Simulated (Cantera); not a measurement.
Feed: 1 mol SiCl4, 66 mol H2, held at 10.0 mbar.

Equilibrium computed with Cantera from the NASA thermochemical tables; the gas is ideal and each condensed phase is pure. Candidate condensed phases: Si; 19 gas species. The tables' values for SiCl3 are old estimates; treat these amounts as uncertain. Kinetics and transport are ignored. All values below are at 852 °C.

Base state: H2 0.955, HCl 0.0376, SiCl2 0.00314, SiCl4 0.00239, SiHCl3 0.00105, SiCl3 0.000780, SiH2Cl2 5.70e-5 (mole fractions); condensed: Si(s).

Problem. What changes in the equilibrium state with this change: SiCl4 replaced by Si3H8?

Solution. 
| species | before | after |
|---|---|---|
| H2 | 0.955 | 1.00 |
| HCl | 0.0376 | 0 |
| SiCl2 | 0.00314 | 0 |
| SiCl4 | 0.00239 | 0 |
| SiHCl3 | 0.00105 | 0 |
| Si(s), mol | 0.498 | 3.00 |
The feed counts by its element totals alone.
